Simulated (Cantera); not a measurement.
An adiabatic, constant-volume homogeneous reactor starts with H2 : O2 : N2 = 1 : 0.505 : 1.9 (molar parts), equivalence ratio 0.99, at 1198 K and 0.710 bar. Integrator tolerance rtol = 1e-08.

Detailed kinetics in Cantera: GRI-Mech 3.0 (53 species, 325 reactions).

Task: What does this change do: initial temperature 1198 to 1498 K?

Result: 
```csv
quantity,before,after
time of steepest temperature rise,62.5 µs,18.3 µs
temperature at 1.00 s,2894 K,2946 K
equilibrium temperature,2894 K,2946 K
x(H2) at 1.00 s,0.0506 (gas-phase equilibrium 0.0506),0.0581 (gas-phase equilibrium 0.0581)
x(O2) at 1.00 s,0.0154 (gas-phase equilibrium 0.0154),0.0175 (gas-phase equilibrium 0.0175)
x(NO) at 1.00 s,0.0100 (gas-phase equilibrium 0.0100),0.0114 (gas-phase equilibrium 0.0114)
x(H) at 1.00 s,0.0206 (gas-phase equilibrium 0.0206),0.0287 (gas-phase equilibrium 0.0287)
x(NO2) at 1.00 s,2.10e-6 (gas-phase equilibrium 2.10e-6),2.22e-6 (gas-phase equilibrium 2.22e-6)
x(H2O) at 1.00 s,0.250 (gas-phase equilibrium 0.250),0.231 (gas-phase equilibrium 0.231)
```

Task: What does this change do: constant pressure in place of constant volume?

Result: 
| quantity | before | after |
|---|---|---|
| time of steepest temperature rise | 62.5 µs | 64.0 µs |
| temperature at 1.00 s | 2894 K | 2722 K |
| equilibrium temperature | 2894 K | 2722 K |
| x(H2) at 1.00 s | 0.0506 (gas-phase equilibrium 0.0506) | 0.0429 (gas-phase equilibrium 0.0429) |
| x(O2) at 1.00 s | 0.0154 (gas-phase equilibrium 0.0154) | 0.0141 (gas-phase equilibrium 0.0141) |
| x(NO) at 1.00 s | 0.0100 (gas-phase equilibrium 0.0100) | 0.00759 (gas-phase equilibrium 0.00759) |
| x(H) at 1.00 s | 0.0206 (gas-phase equilibrium 0.0206) | 0.0153 (gas-phase equilibrium 0.0153) |
| x(NO2) at 1.00 s | 2.10e-6 (gas-phase equilibrium 2.10e-6) | 1.19e-6 (gas-phase equilibrium 1.19e-6) |
| x(H2O) at 1.00 s | 0.250 (gas-phase equilibrium 0.250) | 0.267 (gas-phase equilibrium 0.267) |
